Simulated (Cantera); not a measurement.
An adiabatic, constant-volume homogeneous reactor starts with CH3OH : O2 : N2 = 1 : 1.36 : 13.6 (molar parts), equivalence ratio 1.1, at 1375 K and 2780 Torr. Integrator tolerance rtol = 1e-08.

Computed with Cantera and GRI-Mech 3.0 (53 species, 325 reactions). GRI-Mech 3.0 was tuned for natural gas; its chemistry of methanol as a main component is partial and can be far from experiment.

Question: What does this change do: 0.8 parts H2 added?

Answer: 
```json
[
 {"quantity": "time of steepest temperature rise", "before": "0.338 ms", "after": "0.263 ms"},
 {"quantity": "temperature at 3.00 s", "before": "2498 K", "after": "2484 K"},
 {"quantity": "equilibrium temperature", "before": "2498 K", "after": "2484 K"},
 {"quantity": "x(CH3OH) at 3.00 s", "before": "<1e-12 (gas-phase equilibrium <1e-12)", "after": "<1e-12 (gas-phase equilibrium <1e-12)"},
 {"quantity": "x(O2) at 3.00 s", "before": "0.00142 (gas-phase equilibrium 0.00142)", "after": "8.73e-5 (gas-phase equilibrium 8.73e-5)"},
 {"quantity": "x(C2H4) at 3.00 s", "before": "<1e-12 (gas-phase equilibrium <1e-12)", "after": "<1e-12 (gas-phase equilibrium <1e-12)"},
 {"quantity": "x(CH2) at 3.00 s", "before": "<1e-12 (gas-phase equilibrium <1e-12)", "after": "<1e-12 (gas-phase equilibrium <1e-12)"},
 {"quantity": "x(NO2) at 3.00 s", "before": "3.74e-7 (gas-phase equilibrium 3.74e-7)", "after": "2.21e-8 (gas-phase equilibrium 2.21e-8)"},
 {"quantity": "x(H) at 3.00 s", "before": "0.000772 (gas-phase equilibrium 0.000772)", "after": "0.00153 (gas-phase equilibrium 0.00153)"},
 {"quantity": "x(CO) at 3.00 s", "before": "0.0161 (gas-phase equilibrium 0.0161)", "after": "0.0333 (gas-phase equilibrium 0.0333)"}
]
```

Question: What does this change do: pressure from 2780 Torr to 760 Torr?

Answer: 
| quantity | before | after |
|---|---|---|
| time of steepest temperature rise | 0.338 ms | 1.05 ms |
| temperature at 3.00 s | 2498 K | 2459 K |
| equilibrium temperature | 2498 K | 2459 K |
| x(CH3OH) at 3.00 s | <1e-12 (gas-phase equilibrium <1e-12) | <1e-12 (gas-phase equilibrium <1e-12) |
| x(O2) at 3.00 s | 0.00142 (gas-phase equilibrium 0.00142) | 0.00250 (gas-phase equilibrium 0.00250) |
| x(C2H4) at 3.00 s | <1e-12 (gas-phase equilibrium <1e-12) | <1e-12 (gas-phase equilibrium <1e-12) |
| x(CH2) at 3.00 s | <1e-12 (gas-phase equilibrium <1e-12) | <1e-12 (gas-phase equilibrium <1e-12) |
| x(NO2) at 3.00 s | 3.74e-7 (gas-phase equilibrium 3.74e-7) | 3.31e-7 (gas-phase equilibrium 3.31e-7) |
| x(H) at 3.00 s | 0.000772 (gas-phase equilibrium 0.000772) | 0.00135 (gas-phase equilibrium 0.00135) |
| x(CO) at 3.00 s | 0.0161 (gas-phase equilibrium 0.0161) | 0.0180 (gas-phase equilibrium 0.0180) |
